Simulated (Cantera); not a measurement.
Input: 1 mol CO, 95 mol H₂, equilibrated at 450 °C and 0.100 bar.

These are equilibrium values from Cantera (NASA tables, ideal gas, pure condensed phases), not measurements of a reactor. The numbers say what is thermodynamically allowed, not how fast it happens.

```json
[
 {"species": "H₂", "before": "0.979", "after": "0.828"},
 {"species": "H", "before": "<1e-9", "after": "0.162"},
 {"species": "CO", "before": "1.11e-5", "after": "0.00957"},
 {"species": "CH₄", "before": "0.0106", "after": "4.87e-8"},
 {"species": "H₂O", "before": "0.0106", "after": "1.93e-6"}
]
```
Gas species are given as mole fractions.

**Question.** Name the change that produced these shifts.
A) temperature from 450 °C to 1900 °C
B) H₂ from 95 to 0.5 mol
C) H₂ from 95 to 9.1 mol
D) temperature from 450 °C to 2425 °C

**Answer.** D, temperature from 450 °C to 2425 °C
